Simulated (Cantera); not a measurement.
Feed: 1 mol Si2Cl6, 0.9 mol N2, equilibrated at 1925 K and 25.0 Pa.

These are equilibrium values from Cantera (NASA tables, ideal gas, pure condensed phases), not measurements of a reactor. Candidate condensed phases: Si, Si3N4; 13 gas species. The feed counts by its element totals alone. The tables' values for SiCl3, SiCl are old estimates; treat these amounts as uncertain. Equilibrium is a limit: real reactors are often held back by kinetics, nucleation or transport.

Base state: Cl 0.398, SiCl2 0.397, N2 0.187, SiCl3 0.0166, SiCl4 0.000899, SiCl 0.000824, Si 0.000138, Cl2 0.000132 (mole fractions); condensed: gas only.

Question: What changes in the equilibrium state with this change: temperature from 1925 K to 1025 K?

Answer: 
| species | before | after |
|---|---|---|
| SiCl4 | 0.000899 | 0.720 |
| N2 | 0.187 | 0.274 |
| SiCl3 | 0.0166 | 0.00454 |
| Cl | 0.398 | 5.21e-7 |
| SiCl2 | 0.397 | 0.000598 |
| SiCl | 0.000824 | <1e-9 |
| Si | 0.000138 | <1e-9 |
| Cl2 | 0.000132 | <1e-9 |
| Si3N4(s), mol | 0 | 0.166 |
N2 is the only nitrogen source here; it is nearly inert below about 1500 K, so the nitride shown seldom forms there in practice. The tables' values for SiCl3 are old estimates; treat these amounts as uncertain.
